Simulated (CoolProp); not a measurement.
The numbers come from the reference Helmholtz-energy equation of state, Zhou 2011 in CoolProp.

Problem. For dimethyl carbonate, give the phase and the cp (kJ/(kg K)), cv (kJ/(kg K)) at 326.65 °C and 0.351 MPa; 326.65 °C and 1.05 MPa.

Solution. 
- 326.65 °C and 0.351 MPa: gas; cp 1.87, cv 1.77
- 326.65 °C and 1.05 MPa: gas; cp 1.90, cv 1.78
